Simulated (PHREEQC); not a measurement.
## Silver or lead bath

Make-up at 45 °C: 1.8 mmol/kgw PbCl2 and 72.6 mmol/kgw HNO3. Closed to the air; pH follows from the charge balance.

Equilibrium calculation in PHREEQC: ion-association model, wateq4f.dat.

No solid was allowed to form.

Q: What pH does the model give?

A: pH 1.22.

Q: In which forms is Pb present?

A: Pb+2 67 %, PbNO3+ 27 %, PbCl+ 5.7 % of the Pb.

Away from 25 °C the constants follow the database's enthalpies or fits; those with neither stay at their 25 °C values.
